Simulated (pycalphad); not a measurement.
# Solubility of Si in hcp Mg

Computed with pycalphad from the COST 507 light-alloy database (1999), at 1 atm. The data set is of 1999 and partly superseded. Kinetics are ignored, which matters at the lower temperatures.

Each column gives the Si content (wt.%) of the matrix in two-phase equilibrium with that one phase alone, all others suspended, so the columns of phases that are not stable there are metastable solubilities; "dissolved" means that the alloy named is a single phase.

| T (°C) | against MG2SI | against diamond (Si) | stable phases of Mg-16.94Si (wt.%) |
|---|---|---|---|
| 227 | 5.4e-9 | 0.051 | hcp + MG2SI |
| 277 | 2.4e-7 | 0.13 | hcp + MG2SI |
| 327 | 1.7e-6 | 0.27 | hcp + MG2SI |
| 367 | 6.8e-6 | 0.46 | hcp + MG2SI |
| 417 | 3.0e-5 | 0.82 | hcp + MG2SI |
| 467 | 0.00011 | 1.3 | hcp + MG2SI |
| 507 | 0.00027 | 1.9 | hcp + MG2SI |
| 557 | 0.00077 | 2.7 | hcp + MG2SI |
| 607 | 0.0019 | 3.8 | hcp + MG2SI |

### Question
Fit ln x(Si) against 1/T for the solubility against MG2SI (mole fractions, points under 5 at.%).

### Answer
The slope gives Q ≈ 110 kJ per mole of dissolved Si, with a prefactor of about 57; the line misses the points by up to 0.43 %.

Database names, with the compositions (at.%) that they take in these runs: MG2SI: Mg 67 Si 33.
